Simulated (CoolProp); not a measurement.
Vapour-liquid equilibrium of propane (1) + R152A (2) at 295 K; x and y are mole fractions of (1).

Values from CoolProp's multi-fluid Helmholtz-energy mixture model, Lemmon 2009 and Outcalt 1996; pair parameters Bell 2016.

```tsv
x	bubble pressure (bar)	y at the bubble point	dew pressure at overall composition x (bar)	liquid density (mol/L)
0.05	6.285	0.160	5.674	13.52
0.2	8.084	0.407	6.538	12.91
0.35	9.077	0.525	7.620	12.38
0.5	9.608	0.604	8.872	11.94
0.65	9.851	0.676	9.794	11.61
0.8	9.799	0.766	9.704	11.39
0.95	9.202	0.918	9.039	11.29
```

y crosses x between x = 0.65 and 0.8: the model has an azeotrope there.

Pair parameters are fitted to limited data, so mixtures are less certain than the pure fluids.
